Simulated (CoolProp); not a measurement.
Saturated liquid density (kg/m³) of R236FA: the reference equation beside estimates from Tc = 398.1 K, pc = 3191 kPa, ω = 0.377.

Computed with CoolProp (reference Helmholtz-energy equation of state, Pan 2012).

```csv
T (K),reference,van der Waals,Redlich-Kwong
196.3,___,964.6,1433
202.8,___,955.9,1418
209.3,1627,946.9,1404
215.8,1609,___,1388
222.3,1591,928.4,1372
228.8,1573,918.8,1356
235.3,1554,909.0,1339
241.9,1535,898.8,___
248.4,1516,888.5,1304
254.9,1497,877.9,1286
261.4,___,867.0,1267
267.9,1458,855.8,___
274.4,1438,___,1227
280.9,1417,832.5,1206
287.4,1396,820.3,1184
```

Question: Fill in the missing entries.

Answer: 
- 196.3, reference: 1663
- 202.8, reference: 1645
- 215.8, van der Waals: 937.7
- 241.9, Redlich-Kwong: 1322
- 261.4, reference: 1478
- 267.9, Redlich-Kwong: 1247
- 274.4, van der Waals: 844.4

Absolute difference from the reference over all 15 rows, mean and median: van der Waals 41.5 and 41.4 %, Redlich-Kwong 14.1 and 13.9 %.
